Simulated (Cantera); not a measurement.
# Stirred combustor or abatement burner

A perfectly stirred reactor is fed with 10.9 % CH₃OH, 18.7 % O₂, 70.4 % N₂, equivalence ratio 0.87, at 593 Torr; it is adiabatic with a 475 K inlet, and is followed from long to short residence time, starting on the burning branch (τ in s: 0.082, 0.024, 0.0069, 0.002, 0.00059, 0.00017, 5e-05, 1.5e-05, 4.3e-06).

Model: GRI-Mech 3.0 (53 species, 325 reactions), integrated in Cantera. GRI-Mech 3.0 was tuned for natural gas; its chemistry of methanol as a main component is partial and can be far from experiment.

```
τ (s)    T (K)   x CH₃OH    x O₂      x NO   x CH₂CO    x C₂H₄    x C₂H₆       x O
-------  -----  --------  ------  --------  --------  --------  --------  --------
0.082     2193   1.26e-6  0.0247   0.00104  4.80e-11  1.33e-12    <1e-12  0.000685
0.024     2163   3.35e-6  0.0264  0.000434  1.43e-10  4.66e-12    <1e-12   0.00104
0.0069    2102   8.15e-6  0.0291  0.000164  4.86e-10  1.77e-11    <1e-12   0.00183
0.0020    2018   1.98e-5  0.0326   6.29e-5   2.35e-9  1.35e-10  3.71e-12   0.00309
0.00059   1924   5.27e-5  0.0367   2.94e-5   1.44e-8   1.44e-9  6.05e-11   0.00443
0.00017   1824  0.000183  0.0431   1.29e-5   1.32e-7   2.08e-8   1.34e-9   0.00486
5.0e-5     475     0.109   0.187    <1e-12    <1e-12    <1e-12    <1e-12    <1e-12
1.5e-5     475     0.109   0.187    <1e-12    <1e-12    <1e-12    <1e-12    <1e-12
4.3e-6     475     0.109   0.187    <1e-12    <1e-12    <1e-12    <1e-12    <1e-12
```
x: mole fraction; the columns are a selection and need not sum to one.
